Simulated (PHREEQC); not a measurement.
Dissolve 130 mmol/kgw HBr, 0.048 mmol/kgw AlCl3 and 0.38 mmol/kgw MnSO4 at 20 °C. Closed to the air; pH follows from the charge balance.

All values are PHREEQC results (ion-association model, phreeqc.dat), not measurements.

This is a speciation only: nothing precipitates in the calculation.

Task: Predict the pH, specific conductance.

Result: pH 0.98; specific conductance 40200 µS/cm.

Task: In which forms is Al present?

Result: Al+3 98 %, AlSO4+ 1.5 % of the Al.

Complexes and solids missing from the database can't appear.
